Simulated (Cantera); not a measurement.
A Cantera script and its output.

```python
import numpy as np
import cantera as ct

gas = ct.Solution("gri30.yaml")


def delay(T, t_max=10):
    gas.TPX = T, 36000, {'CH4': 1, 'O2': 3.03, 'N2': 15.8}
    reactor = ct.IdealGasConstPressureReactor(gas, clone=False)
    net = ct.ReactorNet([reactor])
    net.rtol, net.atol = 1e-8, 1e-16
    while net.time < t_max:
        t_old, T_old = net.time, reactor.T
        net.step()
        if reactor.T > T + 400:  # ignition: a rise of 400 K
            return t_old + (T + 400 - T_old) / (reactor.T - T_old) * (net.time - t_old)
    return np.nan


taus = []
for T in [1123, 1223, 1323, 1423, 1523, 1623, 1723]:
    taus.append(delay(T))
    print(f"T0 = {T:6g} K   tau = {taus[-1]:.4e} s")
```

Result:

```
T0 =   1123 K   tau = 3.7879e-01 s
T0 =   1223 K   tau = 8.0046e-02 s
T0 =   1323 K   tau = 2.0293e-02 s
T0 =   1423 K   tau = 6.2754e-03 s
T0 =   1523 K   tau = 2.3882e-03 s
T0 =   1623 K   tau = 1.0768e-03 s
T0 =   1723 K   tau = 5.4738e-04 s
```

Computed with Cantera and GRI-Mech 3.0 (53 species, 325 reactions).
